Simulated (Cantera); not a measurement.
A closed system holds: 1 mol Cu, 6.4 mol NH3, 1.1 mol N2, at 1330 Pa.

Cantera equilibrium calculation (NASA polynomials, part measured and part estimated; ideal gas, pure solids and liquids). Candidate condensed phases: Cu; 11 gas species. Rates play no part. All values below are at 823 K.

Base state: H2 0.691, N2 0.309, NH3 1.02e-5 (mole fractions); condensed: Cu(s).

Task: What changes in the equilibrium state with this change: Cu replaced by Al?

Result: 
```tsv
species	before	after
H2	0.691	0.716
N2	0.309	0.284
NH3	1.02e-5	1.03e-5
Cu(s), mol	1.00	0
AlN(s), mol	0	1.00
```
Further candidate phases: Al, AlN.
